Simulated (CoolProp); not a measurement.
Model: reference Helmholtz-energy equation of state, Lemmon 2006, in CoolProp. It is a short technical equation, of lower accuracy than the large ones.

Problem. For isohexane, give the phase and the Joule-Thomson coefficient (K/MPa) at 168.45 °C and 1.01 bar; 177.55 °C and 1.01 bar; 213.65 °C and 1.01 bar.

Solution. 
- 168.45 °C and 1.01 bar: gas; Joule-Thomson coefficient 11.1
- 177.55 °C and 1.01 bar: gas; Joule-Thomson coefficient 10.4
- 213.65 °C and 1.01 bar: gas; Joule-Thomson coefficient 8.04
